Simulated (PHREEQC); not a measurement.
Dissolve 0.15 mol/kgw HF and 0.0064 mol/kgw NaF at 20 °C. Closed to the air; pH follows from the charge balance.

All values are PHREEQC results (ion-association model, phreeqc.dat), not measurements.

No solid was allowed to form.

Task: Predict the pH, ionic strength.

Result: pH 2.01; ionic strength 0.0172 mol/kgw.

Task: In which forms is F present?

Result: HF 85 %, F- 7.4 %, HF2- 7.2 % of the F.

Complexes and solids missing from the database can't appear.
